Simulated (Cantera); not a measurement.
## Abatement and gas-phase synthesis: CS₂ + O₂

Input: 1 mol CS₂, 0.098 mol O₂, at 0.133 bar.

Method: chemical equilibrium by Gibbs-energy minimisation in Cantera with the NASA 1993 tables (ideal gas, pure condensed phases). Candidate condensed phases: C, S; 35 gas species. Ions and electrons are included (thermal ionisation). Equilibrium is a limit: real reactors are often held back by kinetics, nucleation or transport.

From 2500 K to 5000 K nothing is condensed. The main C-bearing gas is CS at 2500 K and C at 5000 K.

```tsv
T (K)	log p S	log p CS	log p S₂	log p C	log p CS₂	log p CO
2500	-2.08	-1.33	-1.44	-7.51	-1.60	-1.76
2750	-1.69	-1.27	-1.49	-6.45	-1.97	-1.80
3000	-1.42	-1.26	-1.65	-5.55	-2.39	-1.85
3250	-1.26	-1.28	-1.92	-4.75	-2.83	-1.88
3500	-1.19	-1.30	-2.27	-4.00	-3.27	-1.91
3750	-1.16	-1.31	-2.65	-3.31	-3.68	-1.92
4000	-1.14	-1.34	-3.00	-2.71	-4.06	-1.93
4250	-1.12	-1.40	-3.30	-2.23	-4.44	-1.94
4500	-1.10	-1.54	-3.56	-1.88	-4.84	-1.97
4750	-1.08	-1.75	-3.79	-1.67	-5.30	-2.00
5000	-1.07	-2.03	-4.00	-1.55	-5.80	-2.03
```
log p: log10 of the partial pressure in bar; nothing condenses.
